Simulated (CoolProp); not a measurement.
Properties of benzene along the isotherm 620 K.

Model: reference Helmholtz-energy equation of state, Thol 2012, in CoolProp.

```json
[
 {"p (MPa)": "3.5", "phase": "gas", "Z": "(withheld)", "cp (kJ/(kg K))": "2.329", "isothermal compressibility (1/MPa)": "0.3650", "fugacity coefficient": "0.8318"},
 {"p (MPa)": "7.01", "phase": "supercritical", "Z": "0.5382", "cp (kJ/(kg K))": "3.414", "isothermal compressibility (1/MPa)": "0.3002", "fugacity coefficient": "0.6723"},
 {"p (MPa)": "10.5", "phase": "supercritical", "Z": "0.4004", "cp (kJ/(kg K))": "3.359", "isothermal compressibility (1/MPa)": "0.08217", "fugacity coefficient": "0.5367"},
 {"p (MPa)": "14", "phase": "supercritical", "Z": "0.4503", "cp (kJ/(kg K))": "2.905", "isothermal compressibility (1/MPa)": "0.03019", "fugacity coefficient": "(withheld)"},
 {"p (MPa)": "17.5", "phase": "supercritical", "Z": "0.5195", "cp (kJ/(kg K))": "2.749", "isothermal compressibility (1/MPa)": "0.01771", "fugacity coefficient": "0.4048"},
 {"p (MPa)": "21", "phase": "supercritical", "Z": "0.5920", "cp (kJ/(kg K))": "2.668", "isothermal compressibility (1/MPa)": "(withheld)", "fugacity coefficient": "0.3732"},
 {"p (MPa)": "24.5", "phase": "supercritical", "Z": "0.6650", "cp (kJ/(kg K))": "2.617", "isothermal compressibility (1/MPa)": "0.009521", "fugacity coefficient": "(withheld)"},
 {"p (MPa)": "28", "phase": "supercritical", "Z": "0.7376", "cp (kJ/(kg K))": "2.581", "isothermal compressibility (1/MPa)": "0.007719", "fugacity coefficient": "0.3386"},
 {"p (MPa)": "31.5", "phase": "supercritical", "Z": "0.8095", "cp (kJ/(kg K))": "2.555", "isothermal compressibility (1/MPa)": "0.006490", "fugacity coefficient": "0.3297"},
 {"p (MPa)": "35", "phase": "supercritical", "Z": "0.8807", "cp (kJ/(kg K))": "2.535", "isothermal compressibility (1/MPa)": "0.005600", "fugacity coefficient": "0.3243"},
 {"p (MPa)": "38.5", "phase": "supercritical", "Z": "0.9511", "cp (kJ/(kg K))": "2.519", "isothermal compressibility (1/MPa)": "(withheld)", "fugacity coefficient": "0.3217"},
 {"p (MPa)": "42.1", "phase": "supercritical", "Z": "1.023", "cp (kJ/(kg K))": "2.506", "isothermal compressibility (1/MPa)": "0.004386", "fugacity coefficient": "0.3213"},
 {"p (MPa)": "45.6", "phase": "supercritical", "Z": "1.092", "cp (kJ/(kg K))": "2.495", "isothermal compressibility (1/MPa)": "(withheld)", "fugacity coefficient": "(withheld)"},
 {"p (MPa)": "49.1", "phase": "supercritical", "Z": "(withheld)", "cp (kJ/(kg K))": "2.486", "isothermal compressibility (1/MPa)": "0.003618", "fugacity coefficient": "0.3258"}
]
```

Problem. Complete the blanks.

Solution. 
- 3.5, Z: 0.8045
- 14, fugacity coefficient: 0.4543
- 21, isothermal compressibility (1/MPa): 0.01241
- 24.5, fugacity coefficient: 0.3524
- 38.5, isothermal compressibility (1/MPa): 0.004927
- 45.6, isothermal compressibility (1/MPa): 0.003964
- 45.6, fugacity coefficient: 0.3228
- 49.1, Z: 1.160

The peak of cp marks the crossing from liquid-like to gas-like fluid above the critical point.
